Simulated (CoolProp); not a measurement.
Vapour pressure (kPa) of n-nonane: the reference equation beside estimates from Tc = 594.5 K, pc = 2282 kPa, ω = 0.443. Clausius-Clapeyron is anchored at 343.3 K with a constant enthalpy of vaporisation of 43.22 kJ/mol.

Values from CoolProp's reference Helmholtz-energy equation of state, Lemmon 2006. It is a short technical equation, of lower accuracy than the large ones.

```
T (K)  reference  Lee-Kesler  Clausius-Clapeyron  Soave-Redlich-Kwong  Peng-Robinson
-----  ---------  ----------  ------------------  -------------------  -------------
311        1.252       1.202               1.319                1.224          1.344
321.8      2.255       2.171               2.311                2.205          2.384
332.5      3.856       3.727               3.887                3.774          4.028
343.3      6.357       6.172               6.357                6.233          6.575
354        10.05       9.806               10.05                9.878          10.31
364.7      15.38       15.08               15.46                15.15          15.67
375.5      22.91       22.57               23.29                22.64          23.24
386.2      33.11       32.77               34.18                32.81          33.45
397        46.84       46.56               49.29                46.57          47.18
407.7      64.61       64.47               69.51                64.43          64.93
418.5      87.60       87.69               96.60                87.63          87.92
```

Absolute difference from the reference over all 11 rows, mean and median: Lee-Kesler 2.0 and 2.0 %, Clausius-Clapeyron 3.4 and 2.5 %, Soave-Redlich-Kwong 1.3 and 1.5 %, Peng-Robinson 2.7 and 1.9 %.
